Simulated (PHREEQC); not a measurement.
A made-up water analysis in mg/kgw, 20 °C, pH 6.21, pe -0.4: Na 0.00379; K 6.16e-06; Ca 0.0426; Mg 0.00142; Cl 0.0384; S(6) as SO4 0.0209; Alkalinity as HCO3 0.0517; N(-3) as NH4 2.17e-05; Si as SiO2 0.000205; Fe(2) 0.000252.

Valence states are taken as typed.

Computed with PHREEQC (ion-association model, phreeqc.dat).

This is a speciation only: nothing precipitates in the calculation.

**Question.** Predict the ionic strength, charge-balance error.

**Answer.** ionic strength 4.35e-6 mol/kgw; charge-balance error 0.9 %.

**Question.** In which forms is C present?

**Answer.** CO2 60 %, HCO3- 40 % of the C.

Species that the database lacks are ignored.
